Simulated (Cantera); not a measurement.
Feed: 1 mol SiCl₄, 3.4 mol O₃, held at 1023 K and 3.70 mbar.

Method: chemical equilibrium by Gibbs-energy minimisation in Cantera with the NASA 1993 tables (ideal gas, pure condensed phases). Candidate condensed phases: Si, SiO₂; 15 gas species. Equilibrium is a limit: real reactors are often held back by kinetics, nucleation or transport.

Base state: O₂ 0.670, Cl₂ 0.324, Cl 0.00509, ClO 1.48e-5 (mole fractions); condensed: SiO₂(β-quartz).

Task: What changes in the equilibrium state with this change: SiCl₄ replaced by TEOS?

Result: 
```csv
species,before,after
H₂,0,0.438
CO,0,0.329
H₂O,0,0.118
O₂,0.670,<1e-9
Cl₂,0.324,0
CO₂,0,0.116
Cl,0.00509,0
ClO,1.48e-5,0
"SiO₂(β-quartz), mol",1.00,1.00
```
The feed counts by its element totals alone. Further candidate phases: C, C₆H₆, C₇H₈, C₈H₁₈, H₂O, SiC.
